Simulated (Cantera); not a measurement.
An adiabatic, constant-volume homogeneous reactor starts with CH4 : O2 : N2 = 1 : 0.833 : 3.13 (molar parts), equivalence ratio 2.4, at 1750 K and 4.10 bar.

Detailed kinetics in Cantera: GRI-Mech 3.0 (53 species, 325 reactions).

x: mole fraction; the columns are a selection and need not sum to one.

```
t (s)     T (K)  P (bar)    x CH4     x O2    x CO2       x H      x H2   x H2O2
--------  -----  -------  -------  -------  -------  --------  --------  -------
7.00e-6    1749     4.10    0.201    0.168  4.02e-7   1.09e-6  0.000149      [?]
1.90e-5    1753     4.11    0.198    0.166  8.72e-6   3.88e-6  0.000951      [?]
5.13e-5    1987     4.81    0.131    0.122  0.00114  0.000272    0.0374      [?]
0.000139   2799     8.16  1.64e-9  1.11e-5  0.00954    0.0135     0.220  1.14e-8
0.000377   2801     8.17  1.24e-9  1.13e-5  0.00957    0.0136     0.220  1.16e-8
0.00102    2802     8.17  1.21e-9  1.14e-5  0.00957    0.0136     0.220  1.17e-8
0.00276    2802     8.17  1.21e-9  1.14e-5  0.00957    0.0136     0.220  1.17e-8
0.00748    2802     8.17  1.21e-9  1.14e-5  0.00957    0.0136     0.220  1.17e-8
0.0203     2802     8.17  1.21e-9  1.14e-5  0.00957    0.0136     0.220  1.17e-8
0.0549     2802     8.17  1.21e-9  1.14e-5  0.00957    0.0136     0.220  1.17e-8
0.149      2802     8.17  1.21e-9  1.14e-5  0.00957    0.0136     0.220  1.17e-8
0.403      2802     8.17  1.21e-9  1.14e-5  0.00957    0.0136     0.220  1.17e-8
1.09       2802     8.17  1.21e-9  1.14e-5  0.00957    0.0136     0.220  1.17e-8
2.95       2802     8.17  1.21e-9  1.14e-5  0.00957    0.0136     0.220  1.17e-8
8.00       2802     8.17  1.21e-9  1.14e-5  0.00957    0.0136     0.220  1.17e-8
```

Problem. Fill in the missing entries.

Solution. 
- 7.00e-6, x H2O2: 1.04e-6
- 1.90e-5, x H2O2: 2.22e-6
- 5.13e-5, x H2O2: 1.74e-5
